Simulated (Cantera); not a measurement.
An isothermal, constant-pressure homogeneous reactor starts with CH4 : H2 = 1 : 1.4 (molar parts), at 1375 K and 1.00 bar. Integrator tolerance rtol = 1e-08.

Model: GRI-Mech 3.0 (53 species, 325 reactions), integrated in Cantera. GRI-Mech 3.0 stops at C3 and has no aromatics, soot or wall deposition, so with more carbon than oxygen in the feed, carbon stays in small species such as C2H2 where larger ones or solid carbon would form.

Problem. What does this change do: CH4 1 to 1.4 parts?

Solution. 
```json
[
 {"quantity": "x(CH4) at 2.00 s", "before": "0.373 (gas-phase equilibrium 0.304)", "after": "0.437 (gas-phase equilibrium 0.331)"},
 {"quantity": "x(H2) at 2.00 s", "before": "0.610 (gas-phase equilibrium 0.653)", "after": "0.540 (gas-phase equilibrium 0.608)"},
 {"quantity": "x(H) at 2.00 s", "before": "1.96e-6 (gas-phase equilibrium 2.79e-6)", "after": "1.70e-6 (gas-phase equilibrium 2.69e-6)"},
 {"quantity": "x(C2H4) at 2.00 s", "before": "0.00701 (gas-phase equilibrium 0.0176)", "after": "0.00905 (gas-phase equilibrium 0.0241)"},
 {"quantity": "x(C2H6) at 2.00 s", "before": "0.000169 (gas-phase equilibrium 0.000281)", "after": "0.000218 (gas-phase equilibrium 0.000358)"},
 {"quantity": "x(CH2) at 2.00 s", "before": "5.28e-11 (gas-phase equilibrium 7.67e-11)", "after": "5.95e-11 (gas-phase equilibrium 8.97e-11)"}
]
```
